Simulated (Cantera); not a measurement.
Charge: 1 mol SiCl₄, 1.9 mol HCl, 0.49 mol H₂, equilibrated at 575 K and 0.133 bar.

Method: chemical equilibrium by Gibbs-energy minimisation in Cantera with the NASA 1993 tables (ideal gas, pure condensed phases). Candidate condensed phases: Si; 19 gas species. Rates play no part.

Q: What is the equilibrium state?

A: 
```json
{
 "x(HCl)": "0.560",
 "x(SiCl₄)": "0.295",
 "x(H₂)": "0.145",
 "x(SiHCl₃)": "1.13e-6",
 "gas_amount": "3.390 mol",
 "log10 activity of Si(s) (absent)": "-18.04"
}
```
